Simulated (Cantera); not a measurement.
A perfectly stirred reactor is fed with C2H6 : N2 = 1 : 180 (molar parts), at 0.454 atm; it is held at 1525 K, and followed from long to short residence time.

Model: GRI-Mech 3.0 (53 species, 325 reactions), integrated in Cantera. GRI-Mech 3.0 stops at C3 and has no aromatics, soot or wall deposition, so with more carbon than oxygen in the feed, carbon stays in small species such as C2H2 where larger ones or solid carbon would form.

**Question.** What does this change do: pressure from 0.454 atm to 0.00760 atm?

**Answer.** 
| quantity | before | after |
|---|---|---|
| x(C2H6) at τ = 12.0 s | 1.21e-6 | 3.86e-6 |
| x(C2H2) at τ = 12.0 s | 0.00493 | 0.00523 |
| x(HCN) at τ = 12.0 s | 1.76e-6 | 8.49e-5 |
| x(CH2) at τ = 12.0 s | 4.53e-9 | 4.77e-7 |
| x(H) at τ = 12.0 s | 4.79e-6 | 0.000114 |
| x(C2H6) at τ = 56.0 ms | 7.96e-5 | 0.000535 |
| x(C2H2) at τ = 56.0 ms | 0.00435 | 0.00260 |
| x(HCN) at τ = 56.0 ms | 1.68e-6 | 7.05e-6 |
| x(CH2) at τ = 56.0 ms | 1.56e-7 | 4.31e-6 |
| x(H) at τ = 56.0 ms | 2.42e-5 | 0.000182 |
Radical loss at walls, strong at low pressure, is not modelled.

**Question.** What does this change do: temperature 1525 to 1548 K?

**Answer.** 
```json
[
 {"quantity": "x(C2H6) at τ = 12.0 s", "before": "1.21e-6", "after": "8.57e-7"},
 {"quantity": "x(C2H2) at τ = 12.0 s", "before": "0.00493", "after": "0.00501"},
 {"quantity": "x(HCN) at τ = 12.0 s", "before": "1.76e-6", "after": "3.13e-6"},
 {"quantity": "x(CH2) at τ = 12.0 s", "before": "4.53e-9", "after": "5.89e-9"},
 {"quantity": "x(H) at τ = 12.0 s", "before": "4.79e-6", "after": "6.00e-6"},
 {"quantity": "x(C2H6) at τ = 56.0 ms", "before": "7.96e-5", "after": "6.36e-5"},
 {"quantity": "x(C2H2) at τ = 56.0 ms", "before": "0.00435", "after": "0.00443"},
 {"quantity": "x(HCN) at τ = 56.0 ms", "before": "1.68e-6", "after": "2.61e-6"},
 {"quantity": "x(CH2) at τ = 56.0 ms", "before": "1.56e-7", "after": "1.97e-7"},
 {"quantity": "x(H) at τ = 56.0 ms", "before": "2.42e-5", "after": "2.76e-5"}
]
```

**Question.** What does this change do: pressure from 0.454 atm to 1.00 atm?

**Answer.** 
```tsv
quantity	before	after
x(C2H6) at τ = 12.0 s	1.21e-6	1.02e-6
x(C2H2) at τ = 12.0 s	0.00493	0.00487
x(HCN) at τ = 12.0 s	1.76e-6	7.63e-7
x(CH2) at τ = 12.0 s	4.53e-9	1.71e-9
x(H) at τ = 12.0 s	4.79e-6	2.70e-6
x(C2H6) at τ = 56.0 ms	7.96e-5	7.19e-5
x(C2H2) at τ = 56.0 ms	0.00435	0.00419
x(HCN) at τ = 56.0 ms	1.68e-6	6.12e-7
x(CH2) at τ = 56.0 ms	1.56e-7	5.59e-8
x(H) at τ = 56.0 ms	2.42e-5	1.14e-5
```
